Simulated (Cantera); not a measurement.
A Cantera script and what it prints.

```python
import numpy as np
import cantera as ct

gas_names = """
    H H2 N NH NH2 NH3 N2 N2H2 N2H4 Si SiH SiH2 SiH3 SiH4 SiN Si2 Si2N Si3
""".split()
cond_names = """
    Si(cr) Si(L) Si3N4(a)
""".split()


def load(file, names, dense=False):
    # The tables refer to 1 bar. Condensed volumes are neglected.
    table = {s.name: s for s in ct.Species.list_from_file(file)}
    out = []
    for n in names:
        d = dict(table[n].input_data)
        d["thermo"] = dict(d["thermo"], **{"reference-pressure": 1e5})
        if dense:
            d["equation-of-state"] = {"model": "constant-volume", "density": "1e6 g/cm^3"}
        out.append(ct.Species.from_dict(d))
    return out


gas = ct.Solution(thermo="ideal-gas", species=load("nasa_gas.yaml", gas_names))
cond = {s.name: ct.Solution(thermo="fixed-stoichiometry", species=[s], name=s.name)
        for s in load("nasa_condensed.yaml", cond_names, dense=True)}
atoms = {
    'SiH4': {'Si': 1, 'H': 4},
    'N2': {'N': 2},
}
top_T = {'Si3N4(a)': 2400}  # K; cautious upper limits of use, not melting points


def equilibrate(T, P, feed):
    n = {}
    for name, mol in feed.items():
        for a, k in atoms[name].items():
            n[a] = n.get(a, 0.0) + k * mol
    gas.TPX = T, P, n
    mass = sum(n.values()) * gas.mean_molecular_weight
    gas.equilibrate("TP")
    valid = [c for c in cond.values() if c.min_temp <= T <= top_T.get(c.name, c.max_temp)]
    mix = ct.Mixture([(gas, mass / gas.mean_molecular_weight)] + [(c, 0.0) for c in valid])
    mix.T, mix.P = T, P
    mix.equilibrate("TP", solver="vcs", rtol=1e-11, max_steps=5000)
    return mix


results = []
feed = {'SiH4': 1, 'N2': 0.83}  # mol
T = 1225  # K
P = 48000  # Pa
mix = equilibrate(T, P, feed)
results.append((T, P, feed, dict(zip(mix.species_names, mix.species_moles))))
x = sorted(zip(gas.X, gas.species_names), reverse=True)
print(f"T = {T:g} K  P = {P:g} Pa  gas = {mix.phase_moles(0):.4g} mol")
print("   x: " + "  ".join(f"{s} {v:.3e}" for v, s in x if v > 1e-05))
print("   condensed (mol): " + ("  ".join(f"{mix.phase(i).name} {mix.phase_moles(i):.4g}"
      for i in range(1, mix.n_phases) if mix.phase_moles(i) > 1e-12) or "none"))
```

Output:

```
T = 1225 K  P = 48000 Pa  gas = 2.163 mol
   x: H2 9.245e-01  N2 7.549e-02  NH3 1.998e-05
   condensed (mol): Si3N4(a) 0.3333
```

These are equilibrium values from Cantera (NASA tables, ideal gas, pure condensed phases), not measurements of a reactor. N2 is the only nitrogen source here; it is nearly inert below about 1500 K, so the nitride shown seldom forms there in practice.
